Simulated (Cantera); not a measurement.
# Equilibrium for boron, boron nitride and boron oxide: BF3 + O2

Feed: 1 mol BF3, 0.095 mol O2, equilibrated at 577 °C and 1.00 bar.

Method: chemical equilibrium by Gibbs-energy minimisation in Cantera with the NASA 1993 tables (ideal gas, pure condensed phases). Candidate condensed phases: B, B2O3; 21 gas species. Kinetics and transport are ignored.

```yaml
x(BF3): 0.913
x(O2): 0.0868
gas_amount: 1.095 mol
log10 activity of B(s) (absent): -41.62
```
